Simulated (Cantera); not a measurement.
Cantera run, input and output.

```python
import numpy as np
import cantera as ct

gas = ct.Solution("gri30.yaml")
gas.TPX = 450, 101325, {'CO': 1, 'H2': 0.067, 'O2': 0.445, 'N2': 3.56}
inlet = ct.Reservoir(gas, clone=True)
gas.equilibrate("HP")  # start burning
reactor = ct.IdealGasConstPressureReactor(gas, energy="on", clone=False)
exhaust = ct.Reservoir(gas, clone=True)
tau = [0.034, 0.016, 0.0079, 0.0039, 0.0019, 0.00092, 0.00045, 0.00022, 0.00011, 5.2e-05, 2.5e-05, 1.2e-05, 6e-06][0]
for a, b in ((inlet, reactor), (reactor, exhaust)):
    ct.MassFlowController(a, b, mdot=lambda t: reactor.mass / tau)
net = ct.ReactorNet([reactor])
show = ['CO', 'H2', 'O2', 'HO2', 'H2O2', 'OH', 'NO']

rows = []
print(f"{'tau/s':>10s}{'T/K':>9s}" + "".join(f"{s:>11s}" for s in show))
for tau in [0.034, 0.016, 0.0079, 0.0039, 0.0019, 0.00092, 0.00045, 0.00022, 0.00011, 5.2e-05, 2.5e-05, 1.2e-05, 6e-06]:
    net.initial_time = 0.0
    net.advance(30 * tau)
    before = gas.X
    net.advance(40 * tau)
    drift = np.max(np.abs(gas.X - before) / (gas.X + 1e-9))
    rows.append([gas.T, *gas[show].X, drift])
    print(f"{tau:10.3e}{gas.T:9.1f}" + "".join(f"{x:11.3e}" for x in gas[show].X))
```

Result:

```
     tau/s      T/K         CO         H2         O2        HO2       H2O2         OH         NO
 3.400e-02   1790.8  4.990e-02  9.627e-04  5.949e-03  8.851e-07  3.535e-08  1.009e-03  1.064e-04
 1.600e-02   1746.0  5.454e-02  1.073e-03  8.207e-03  1.383e-06  5.612e-08  1.168e-03  9.333e-05
 7.900e-03   1694.3  5.961e-02  1.188e-03  1.065e-02  2.023e-06  8.664e-08  1.284e-03  8.572e-05
 3.900e-03   1631.8  6.536e-02  1.298e-03  1.341e-02  2.880e-06  1.335e-07  1.340e-03  7.931e-05
 1.900e-03   1554.1  7.233e-02  1.377e-03  1.675e-02  4.108e-06  2.038e-07  1.303e-03  6.940e-05
 9.200e-04   1451.9  8.257e-02  1.397e-03  2.175e-02  6.252e-06  3.012e-07  1.130e-03  4.969e-05
 4.500e-04    450.0  1.972e-01  1.321e-02  8.774e-02 -7.105e-19 -2.695e-19  5.674e-25 -1.193e-20
 2.200e-04    450.0  1.972e-01  1.321e-02  8.774e-02 -4.391e-22 -1.959e-22  3.925e-25 -8.671e-24
 1.100e-04    450.0  1.972e-01  1.321e-02  8.774e-02 -4.644e-24 -1.237e-23  2.491e-25 -5.477e-25
 5.200e-05    450.0  1.972e-01  1.321e-02  8.774e-02  5.701e-24 -7.815e-25  1.351e-25 -3.460e-26
 2.500e-05    450.0  1.972e-01  1.321e-02  8.774e-02  1.845e-24 -4.937e-26  6.769e-26 -2.185e-27
 1.200e-05    450.0  1.972e-01  1.321e-02  8.774e-02  4.672e-25 -3.118e-27  3.137e-26 -1.380e-28
 6.000e-06    450.0  1.972e-01  1.321e-02  8.774e-02  1.175e-25 -1.970e-28  1.392e-26 -8.719e-30
```

Model: GRI-Mech 3.0 (53 species, 325 reactions), integrated in Cantera.
